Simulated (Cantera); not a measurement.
**Ti(OiPr)₄ + H₂ (titanium nitride, carbide and oxide coatings)**

A closed system holds: 1 mol Ti(OiPr)₄, 1.4 mol H₂, equilibrated at 0.000800 bar.

Method: chemical equilibrium by Gibbs-energy minimisation in Cantera with the NASA 1993 tables (ideal gas, pure condensed phases). Candidate condensed phases: C, C₆H₆, C₇H₈, C₈H₁₈, H₂O, Ti, TiC, TiO, TiO₂, Ti₂O₃, Ti₃O₅, Ti₄O₇; 113 gas species. The feed counts by its element totals alone. TiC: taken at fixed stoichiometry. Equilibrium is a limit: real reactors are often held back by kinetics, nucleation or transport.

```
T (K)   x H₂   x CO       x H  x C₂H₂ (acetylene)  n C(graphite)  n TiC(s)
-----  -----  -----  --------  ------------------  -------------  --------
1223   0.794  0.206   9.47e-6             1.24e-7           7.00      1.00
1323   0.794  0.206   5.00e-5             6.55e-7           7.00      1.00
1423   0.794  0.206  0.000209             2.72e-6           7.00      1.00
1523   0.793  0.206  0.000728             9.37e-6           7.00      1.00
1623   0.792  0.206   0.00217             2.76e-5           7.00      1.00
1723   0.789  0.206   0.00573             7.14e-5           7.00      1.00
1823   0.782  0.205    0.0135            0.000165           6.99      1.00
1923   0.767  0.203    0.0292            0.000346           6.99     1.000
2023   0.741  0.200    0.0578            0.000662           6.97     1.000
2123   0.698  0.195     0.106             0.00116           6.95     1.000
2223   0.631  0.188     0.180             0.00183           6.92     0.999
```
x: gas mole fraction; n: condensed amount in mol.

From 1223 K to 2223 K the condensed part is C(graphite) + TiC(s).
